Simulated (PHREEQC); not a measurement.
## Copper plating or etch bath: speciation

A solution holds 0.18 mol CuCl2, 0.46 mol HNO3 and 1.1 mol KCl per kg of water, at 25 °C. Closed to the air; pH follows from the charge balance.

Equilibrium calculation in PHREEQC: ion-association model, phreeqc.dat.

Precipitation was switched off in this run.

Task: Predict the pH.

Result: pH 0.48.

Task: In which forms is Cl present?

Result: Cl- 94 %, CuCl+ 4.7 %, CuCl2 1.4 % of the Cl.

Caution: at this ionic strength the ion-association model is outside its range; a Pitzer model would be the better tool where its parameters exist.
